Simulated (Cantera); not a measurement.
Charge: 1 mol SiO2, 4.2 mol F2, 8.8 mol H2, at 1.10 Pa.

Method: chemical equilibrium by Gibbs-energy minimisation in Cantera with the NASA 1993 tables (ideal gas, pure condensed phases). Candidate condensed phases: H2O, Si, SiO2; 38 gas species. The tables hold silica as quartz up to 1696 K and as liquid above; real silica turns to tridymite and cristobalite and melts near 1996 K. Kinetics and transport are ignored.

Problem. What share of the Si ends up in condensed phases as a function of T (K), at 975, 1075, 1175, 1275, 1375, 1475, 1575, 1675, 1775, 1875?

Solution. 
```
T (K)  Si condensed (%)              as
-----  ----------------  --------------
975                83.1  SiO2(β-quartz)
1075               88.4  SiO2(β-quartz)
1175               91.6  SiO2(β-quartz)
1275               93.6  SiO2(β-quartz)
1375               94.9  SiO2(β-quartz)
1475               92.8  SiO2(β-quartz)
1575               73.5  SiO2(β-quartz)
1675               14.8  SiO2(β-quartz)
1775                0.0               -
1875                0.0               -
```
